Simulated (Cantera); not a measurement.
Charge: 1 mol c-C₄F₈, 0.22 mol CH₄, 0.16 mol Si, held at 0.100 bar.

These are equilibrium values from Cantera (NASA tables, ideal gas, pure condensed phases), not measurements of a reactor. Candidate condensed phases: C, C₆H₆, C₇H₈, C₈H₁₈, Si, SiC; 113 gas species. The feed counts by its element totals alone. Condensed phases not in the tables: fluorocarbon polymer. Gases not in the tables: C₂F₆ and larger saturated fluorocarbons. Equilibrium is a limit: real reactors are often held back by kinetics, nucleation or transport.

x: gas mole fraction; n: condensed amount in mol.

```
T (°C)  x CF₄   x HF  x SiF₄     x CF₂       x F  x CF₃  n C(graphite)
------  -----  -----  ------  --------  --------  -----  -------------
527     0.609  0.331  0.0602    <1e-12    <1e-12      …           2.60
627     0.609  0.331  0.0602  3.04e-11    <1e-12      …           2.60
727     0.609  0.331  0.0602   1.33e-9  3.06e-11      …           2.60
827     0.609  0.331  0.0602   2.93e-8  9.68e-10      …           2.60
927     0.609  0.331  0.0602   3.81e-7   1.73e-8      …           2.60
1027    0.609  0.331  0.0602   3.33e-6   1.98e-7      …           2.60
1127    0.609  0.331  0.0601   2.13e-5   1.60e-6      …           2.60
1227    0.609  0.331  0.0601  0.000105   9.80e-6      …           2.60
1327    0.609  0.331  0.0601  0.000427   4.79e-5      …           2.60
1427    0.607  0.331  0.0601   0.00146  0.000194      …           2.60
1527    0.604  0.330  0.0600   0.00433  0.000674      …           2.59
1627    0.597  0.328  0.0597    0.0114   0.00205      …           2.58
1727    0.580  0.325  0.0590    0.0269   0.00554      …           2.56
1827    0.548  0.317  0.0577    0.0573    0.0135      …           2.53
```

Q: Complete the blanks.

A: 
- 527, x CF₃: 4.28e-12
- 627, x CF₃: 1.96e-10
- 727, x CF₃: 4.16e-9
- 827, x CF₃: 5.05e-8
- 927, x CF₃: 4.03e-7
- 1027, x CF₃: 2.33e-6
- 1127, x CF₃: 1.05e-5
- 1227, x CF₃: 3.84e-5
- 1327, x CF₃: 0.000120
- 1427, x CF₃: 0.000325
- 1527, x CF₃: 0.000786
- 1627, x CF₃: 0.00172
- 1727, x CF₃: 0.00343
- 1827, x CF₃: 0.00625
